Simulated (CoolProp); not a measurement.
Vapour-liquid equilibrium of hydrogen sulfide (1) + propane (2) at 265.6 K; x and y are mole fractions of (1).

Model: multi-fluid Helmholtz-energy mixture model, Lemmon 2006 and Lemmon 2009; pair parameters Kunz 2012, in CoolProp.

```csv
x,bubble pressure (MPa),y at the bubble point,dew pressure at overall composition x (MPa),liquid density (mol/L)
0.05,0.4569,0.203,0.3919,12.44
0.2,0.6372,0.482,0.4554,13.32
0.35,0.7460,0.605,0.5397,14.52
0.5,0.8113,0.680,0.6520,16.12
0.65,0.8495,0.741,0.7865,18.18
0.8,0.8666,0.809,0.8659,20.76
0.95,0.8475,0.928,0.8403,23.82
```

y crosses x between x = 0.8 and 0.95: the model has an azeotrope there.

Pair parameters are fitted to limited data, so mixtures are less certain than the pure fluids.
